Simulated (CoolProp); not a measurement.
A simple Rankine cycle with methanol: condensing at 325.15 K, boiler at 0.885 MPa, turbine inlet 420 K, turbine efficiency 0.6, pump efficiency 0.6, no recuperator. Each further row changes one setting.

Model: reference Helmholtz-energy equation of state, de Reuck 1993, in CoolProp.

```csv
case,thermal efficiency (%),net work (kJ/kg),heat in (kJ/kg),turbine exit temperature (K),volume ratio over the turbine
as stated,10.7,133,1240,325.2,11.9
turbine inlet 440 K,10.9,141,1290,332.9,11.6
condensing temperature 317.15 K,11.8,148,1260,317.1,16.5
boiler pressure 0.619 MPa,9.5,120,1260,330.3,8.34
turbine efficiency 0.5,8.9,110,1240,325.7,12.2
```

The expansion ends wet for: as stated; condensing temperature 317.15 K.
